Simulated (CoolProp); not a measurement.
Vapour-liquid equilibrium of R125 (1) + R152A (2) at 1.04 MPa; x and y are mole fractions of (1).

The numbers come from the multi-fluid Helmholtz-energy mixture model, Lemmon 2005 and Outcalt 1996; pair parameters Bell 2016 in CoolProp.

```csv
x,bubble temperature (K),y at the bubble point,dew temperature at overall composition x (K),liquid density (mol/L)
0.05,316.1,0.090,317.1,12.68
0.15,312.3,0.246,314.6,12.44
0.25,308.8,0.378,312.1,12.20
0.35,305.7,0.494,309.6,11.95
0.45,302.7,0.598,306.9,11.71
0.55,299.8,0.691,304.1,11.47
0.65,297.1,0.775,301.1,11.24
0.75,294.3,0.851,297.9,11.00
0.85,291.7,0.917,294.4,10.76
0.95,289.1,0.975,290.2,10.52
```

No azeotrope shows between x = 0.05 and 0.95.

The pair parameters rest on a limited set of measurements; away from them the model extrapolates.
